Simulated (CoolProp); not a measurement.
Values from CoolProp's reference Helmholtz-energy equation of state, Fiedler 2023.

Q: Give the vapour pressure (MPa), liquid density (kg/m³), vapour density (kg/m³), liquid cp (kJ/(kg K)) of saturated tetrahydrofuran at 175.45, 200.25 °C.

A: 
| T (°C) | p (MPa) | liquid density (kg/m³) | vapour density (kg/m³) | liquid cp (kJ/(kg K)) |
|---|---|---|---|---|
| 175.45 | 1.35 | 690 | 32.2 | 2.44 |
| 200.25 | 2.04 | 647 | 50.2 | 2.65 |
